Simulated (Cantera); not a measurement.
A perfectly stirred reactor is fed with 2.45 % H₂, 29.6 % O₂, 68.0 % N₂, equivalence ratio 0.042, at 2670 Pa; it is held at 1200 K, and followed from long to short residence time.

Detailed kinetics in Cantera: the H2/O2 subset of GRI-Mech 3.0, which has no nitrogen chemistry. Radical loss at walls, strong at low pressure, is not modelled.

### Question
Predict: x(H₂) at τ = 17.0 s; x(O₂) at τ = 17.0 s; x(H₂O) at τ = 17.0 s; x(H) at τ = 17.0 s; x(O) at τ = 17.0 s; x(H₂) at τ = 0.380 s; x(O₂) at τ = 0.380 s; x(H₂O) at τ = 0.380 s; x(H) at τ = 0.380 s; x(O) at τ = 0.380 s.

### Answer
```json
{
 "x(H₂) at τ = 17.0 s": "1.83e-5",
 "x(O₂) at τ = 17.0 s": "0.287",
 "x(H₂O) at τ = 17.0 s": "0.0247",
 "x(H) at τ = 17.0 s": "7.05e-6",
 "x(O) at τ = 17.0 s": "0.000173",
 "x(H₂) at τ = 0.380 s": "0.000186",
 "x(O₂) at τ = 0.380 s": "0.285",
 "x(H₂O) at τ = 0.380 s": "0.0242",
 "x(H) at τ = 0.380 s": "0.000285",
 "x(O) at τ = 0.380 s": "0.00199"
}
```
